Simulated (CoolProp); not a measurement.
The fluid at 298.15 K and 0.5 MPa (stagnation) flows isentropically through a choked orifice. The same conditions are run with several fluids, on thermodynamics alone (safety and materials aside).

Model: reference Helmholtz-energy equation of state of each fluid (R143a: Lemmon and Jacobsen 2000; propylene: Lemmon 2013; hydrogen chloride: Thol 2018; CH2F2 (R32): Tillner-Roth 1997; R507A: Lemmon 2003), in CoolProp. Blends and air are pseudo-pure fits.

```tsv
fluid	throat to inlet pressure ratio	mass flux (kg/(m² s))	throat temperature (K)
R143a	0.587	___	279.6
propylene	0.579	1350	275.7
hydrogen chloride	___	1330	248.9
CH2F2 (R32)	0.556	1550	___
R507A	0.589	___	281.1
```

Q: What belongs in the gaps?

A: 
- R143a, mass flux (kg/(m² s)): 1900
- hydrogen chloride, throat to inlet pressure ratio: 0.529
- CH2F2 (R32), throat temperature (K): 264.6
- R507A, mass flux (kg/(m² s)): 2050
